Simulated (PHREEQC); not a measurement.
Solution (25 °C): 100 mmol/kgw NaOH, 4.3 mmol/kgw NaAlO2 and 46 mmol/kgw Na2CO3. Closed to the air; pH follows from the charge balance.

Computed with PHREEQC (ion-association model, wateq4f.dat).

This is a speciation only: nothing precipitates in the calculation.

What pH, activity of water, ionic strength does the model give?

pH 12.85; activity of water 0.994; ionic strength 0.196 mol/kgw.

In which forms is Na present?

Na+ 88 %, NaCO3- 12 % of the Na.

Complexes and solids missing from the database can't appear.
